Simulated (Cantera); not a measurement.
Charge: 1 mol CH3SiH3, 1.4 mol HCl, 31 mol H2, held at 1198 K and 1330 Pa.

Method: chemical equilibrium by Gibbs-energy minimisation in Cantera with the NASA 1993 tables (ideal gas, pure condensed phases). Candidate condensed phases: C, C6H6, C7H8, C8H18, Si, SiC; 109 gas species. The feed counts by its element totals alone. Equilibrium is a limit: real reactors are often held back by kinetics, nucleation or transport.

Task: What is the equilibrium state?

Result: 
| Property | Value |
|---|---|
| x(H2) | 0.960 |
| x(HCl) | 0.0394 |
| x(CH4) | 4.20e-5 |
| x(SiCl2) | 2.98e-5 |
| x(SiCl4) | 4.80e-6 |
| x(SiCl3) | 4.02e-6 |
| x(SiHCl3) | 3.15e-6 |
| x(H) | 1.61e-6 |
| n(SiC(s)) | 0.999 mol |
| gas amount | 35.40 mol |
| log10 activity of C(graphite) (absent) | -0.67 |
| log10 activity of Si(s) (absent) | -2.11 |
